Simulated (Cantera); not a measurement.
What does this Cantera script print?

```python
import numpy as np
import cantera as ct

gas_names = [...]  # 118 gases of nasa_gas.yaml made of C, Cl, F, H
cond_names = """
    C(gr) C6H6(L) C7H8(L) C8H18(L),n-octa
""".split()


# ... load() reads the species with a 1 bar reference pressure and builds the phases ...
atoms = {
    'CF4': {'C': 1, 'F': 4},
    'HCl': {'H': 1, 'CL': 1},
}
top_T = {'C(gr)': 4500}  # K; cautious upper limits of use, not melting points


# ... equilibrate(T, P, feed) seeds the gas with the atoms and calls Mixture.equilibrate('TP', solver="vcs", rtol=1e-11, max_steps=5000) ...
results = []
feed = {'CF4': 1, 'HCl': 0.095}  # mol
T = 2948.15  # K
P = 1333.22  # Pa
mix = equilibrate(T, P, feed)
results.append((T, P, feed, dict(zip(mix.species_names, mix.species_moles))))
print(gas.report(threshold=0.001))
for i in range(1, mix.n_phases):
    print(f"{mix.phase(i).name:16s} {mix.phase_moles(i):12.5e} mol")
```

Output:

```
       temperature   2948.2 K
          pressure   1333.2 Pa
           density   0.0012317 kg/m^3
  mean mol. weight   22.645 kg/kmol
   phase of matter   gas

                          1 kg             1 kmol
                     ---------------   ---------------
          enthalpy        6.5946e+06        1.4934e+08  J
   internal energy        5.5122e+06        1.2483e+08  J
           entropy             11960        2.7083e+05  J/K
    Gibbs function       -2.8664e+07       -6.4911e+08  J
 heat capacity c_p            1131.3             25619  J/K
 heat capacity c_v            764.14             17304  J/K

                      mass frac. Y      mole frac. X     chem. pot. / RT
                     ---------------   ---------------   ---------------
                 C         0.0012204          0.002301           -3.6567
                CF            0.1118          0.081644           -27.709
               CF2           0.14315          0.064822           -51.761
                C2         0.0014217         0.0013402           -7.3134
                C3          0.021209          0.013329            -10.97
                CL          0.038029          0.024293           -26.683
                 F            0.6607           0.78754           -24.052
                HF           0.02126          0.024064           -45.121
     [ +110 minor]           0.00121        0.00067136

C(gr)             2.46269e-01 mol
```

These are equilibrium values from Cantera (NASA tables, ideal gas, pure condensed phases), not measurements of a reactor.
